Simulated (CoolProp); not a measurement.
Vapour-liquid equilibrium of R113 (1) + n-heptane (2) at 427.6 K; x and y are mole fractions of (1).

Computed with CoolProp (multi-fluid Helmholtz-energy mixture model, Marx 1992 and Span 2003; pair parameters Bell 2016).

```tsv
x	bubble pressure (bar)	y at the bubble point	dew pressure at overall composition x (bar)	liquid density (mol/L)
0.05	4.609	0.136	4.281	5.585
0.2	6.085	0.417	4.881	5.695
0.35	7.506	0.592	5.659	5.804
0.5	8.861	0.715	6.694	5.914
0.65	10.17	0.811	8.105	6.028
0.8	11.46	0.894	10.01	6.147
0.95	12.77	0.973	12.38	6.278
```

No azeotrope shows between x = 0.05 and 0.95.

Pair parameters are fitted to limited data, so mixtures are less certain than the pure fluids.
